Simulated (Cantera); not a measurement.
**Thermodynamics of nitride etching, feed AlN + Cl₂**

A closed system holds: 1 mol AlN, 7.6 mol Cl₂, equilibrated at 823 K.

Method: chemical equilibrium by Gibbs-energy minimisation in Cantera with the NASA 1993 tables (ideal gas, pure condensed phases). Candidate condensed phases: Al, AlCl₃, AlN; 11 gas species. The numbers say what is thermodynamically allowed, not how fast it happens.

From 1.00 Pa to 1.00 bar nothing is condensed. The main Al-bearing gas is AlCl₃ throughout.

| P (Pa) | log p Cl₂ | log p AlCl₃ | log p N₂ | log p Al₂Cl₆ | log p Cl |
|---|---|---|---|---|---|
| 1 | -5.10 | -5.88 | -6.18 | -11.46 | -7.35 |
| 4.20 | -4.47 | -5.26 | -5.56 | -10.21 | -7.04 |
| 18 | -3.84 | -4.63 | -4.93 | -8.94 | -6.72 |
| 75 | -3.22 | -4.01 | -4.31 | -7.70 | -6.41 |
| 320 | -2.59 | -3.38 | -3.68 | -6.44 | -6.10 |
| 1300 | -1.98 | -2.77 | -3.07 | -5.23 | -5.79 |
| 5600 | -1.35 | -2.14 | -2.43 | -3.98 | -5.48 |
| 24000 | -0.71 | -1.55 | -1.80 | -2.78 | -5.16 |
| 100000 | -0.09 | -1.02 | -1.17 | -1.72 | -4.85 |
log p: log10 of the partial pressure in bar; nothing condenses.
